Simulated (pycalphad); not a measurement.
All values are pycalphad results on the COST 507 light-alloy database (1999) (1 atm), not direct measurements. These are 1990s assessments: newer ones move some temperatures and phases. Diffusion is slow at the low end, where real alloys seldom reach equilibrium.

**Al-1.48Si-18.42Mn (wt.%): equilibrium cooling sequence**

| T (°C) | phases above | phases below |
|---|---|---|
| 889.1 | liquid | ALMNSI_BETA + liquid |
| 833.1 | ALMNSI_BETA + liquid | AL4MN + ALMNSI_BETA + liquid |
| 704 ± 1 | AL4MN + ALMNSI_BETA + liquid | AL6MN + ALMNSI_BETA + liquid |
| 666 ± 2 | AL6MN + ALMNSI_BETA + liquid | AL6MN + ALMNSI_ALPHA + liquid |
| 653.9 | AL6MN + ALMNSI_ALPHA + liquid | AL6MN + ALMNSI_ALPHA + fcc |
| 541.2 | AL6MN + ALMNSI_ALPHA + fcc | AL12MN + ALMNSI_ALPHA + fcc |

Changes were sought between steps of 50 K, so a narrower field can be missed.

Database names, with the compositions (at.%) that they take in these runs: ALMNSI_BETA: Al 72 Mn 23 Si 4; AL4MN: Al 80 Mn 20; AL6MN: Al 86 Mn 14; ALMNSI_ALPHA: Al 75-78 Mn 17 Si 4-7; AL12MN: Al 92 Mn 8.
